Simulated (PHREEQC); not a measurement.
Make-up at 25 °C: 2.7 mol/kgw NaBr, 0.04 mol/kgw NaHCO3 and 0.00015 mol/kgw H4SiO4. Closed to the air; pH follows from the charge balance.

The numbers come from PHREEQC with the Pitzer model, pitzer.dat.

```tsv
quantity	before	after
pH	7.49	6.30
ionic strength (mol/kgw)	2.74	2.70
H3SiO4- (mol/kgw)	3.09e-6	1.99e-7
SI of SiO2(a) (SiO2)	-0.94	-0.94
```

Task: What was changed between the two runs?
(A) NaHCO3 left out
(B) temperature from 25 to 15 °C
(C) NaBr from 2.7 to 0.27 mol/kgw
(D) diluted 5-fold with water
(E) NaBr replaced by NaCl at the same molality

Result: A, NaHCO3 left out

This is a speciation only: nothing precipitates in the calculation. In brines, pH and single-ion activities rest on the MacInnes convention.
